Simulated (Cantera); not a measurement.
What does this Cantera script print?

```python
import numpy as np
import cantera as ct

gas = ct.Solution("h2o2.yaml")
gas.TPX = 950, 20000, {'H2': 1, 'O2': 0.294, 'N2': 3.24, 'H2O': 0.41}
reactor = ct.IdealGasConstPressureReactor(gas, energy="on", clone=False)
net = ct.ReactorNet([reactor])
net.rtol, net.atol = 1e-08, 1e-16
show = ['H2', 'O2', 'H2O', 'OH', 'H2O2', 'H', 'HO2']
times = np.geomspace(1e-05, 0.2, 15)

steps = ct.SolutionArray(gas, extra=["t"])
rows = []
print(f"{'t/s':>10s}{'T/K':>9s}{'P/Pa':>11s}" + "".join(f"{s:>11s}" for s in show))
for t in times:
    while net.time < t:
        t_next = net.step()
        steps.append(gas.state, t=t_next)
    rows.append([np.interp(t, steps.t, y) for y in (steps.T, steps.P, *steps(*show).X.T)])
    print(f"{t:10.3e}{rows[-1][0]:9.1f}{rows[-1][1]:11.4g}" + "".join(f"{x:11.3e}" for x in rows[-1][2:]))
rate = np.gradient(steps.T, steps.t)
print("integrator steps:", len(steps.t))
if steps.T.max() > steps.T[0] + 200:
    print(f"time of steepest temperature rise: {steps.t[rate.argmax()]:.4e} s")
gas.TPX = 950, 20000, {'H2': 1, 'O2': 0.294, 'N2': 3.24, 'H2O': 0.41}
gas.equilibrate("HP")
print(f"equilibrium (HP): T = {gas.T:.1f} K  " + "  ".join(f"{s} {gas[s].X[0]:.3e}" for s in show))
```

Result:

```
       t/s      T/K       P/Pa         H2         O2        H2O         OH       H2O2          H        HO2
 1.000e-05    950.0      2e+04  2.023e-01  5.947e-02  8.293e-02  3.904e-14  3.467e-16  4.072e-12  4.228e-12
 2.029e-05    950.0      2e+04  2.023e-01  5.947e-02  8.293e-02  1.006e-13  1.442e-15  8.288e-12  8.745e-12
 4.116e-05    950.0      2e+04  2.023e-01  5.947e-02  8.293e-02  2.496e-13  6.069e-15  1.735e-11  1.845e-11
 8.349e-05    950.0      2e+04  2.023e-01  5.947e-02  8.293e-02  6.154e-13  2.636e-14  3.882e-11  4.063e-11
 1.694e-04    950.0      2e+04  2.023e-01  5.947e-02  8.293e-02  1.650e-12  1.220e-13  9.934e-11  9.886e-11
 3.436e-04    950.0      2e+04  2.023e-01  5.947e-02  8.293e-02  5.796e-12  6.657e-13  3.419e-10  3.103e-10
 6.971e-04    950.0      2e+04  2.023e-01  5.947e-02  8.293e-02  4.099e-11  5.916e-12  2.401e-09  1.961e-09
 1.414e-03    950.0      2e+04  2.023e-01  5.947e-02  8.293e-02  1.583e-09  2.348e-10  9.241e-08  7.206e-08
 2.869e-03    952.7      2e+04  2.015e-01  5.913e-02  8.357e-02  7.403e-06  3.671e-07  2.806e-04  1.719e-05
 5.820e-03   1640.7      2e+04  7.964e-02  6.695e-04  2.073e-01  2.503e-03  7.679e-08  2.186e-02  1.173e-07
 1.181e-02   1741.6      2e+04  8.466e-02  1.197e-04  2.119e-01  1.279e-03  1.782e-08  8.911e-03  2.404e-08
 2.395e-02   1776.8      2e+04  8.669e-02  2.662e-05  2.134e-01  6.424e-04  5.133e-09  4.178e-03  6.246e-09
 4.860e-02   1792.3      2e+04  8.765e-02  6.384e-06  2.140e-01  3.232e-04  1.475e-09  2.043e-03  1.638e-09
 9.859e-02   1799.6      2e+04  8.812e-02  1.602e-06  2.143e-01  1.640e-04  4.121e-10  1.023e-03  4.135e-10
 2.000e-01   1803.0      2e+04  8.835e-02  4.402e-07  2.145e-01  8.654e-05  1.198e-10  5.367e-04  1.068e-10
integrator steps: 1579
time of steepest temperature rise: 3.5178e-03 s
equilibrium (HP): T = 1805.1 K  H2 8.848e-02  O2 9.500e-08  H2O 2.146e-01  OH 4.051e-05  H2O2 2.691e-11  H 2.503e-04  HO2 2.028e-11
```

Cantera simulation using the H2/O2 subset of GRI-Mech 3.0, which has no nitrogen chemistry; the numbers are that mechanism's predictions, not measurements.
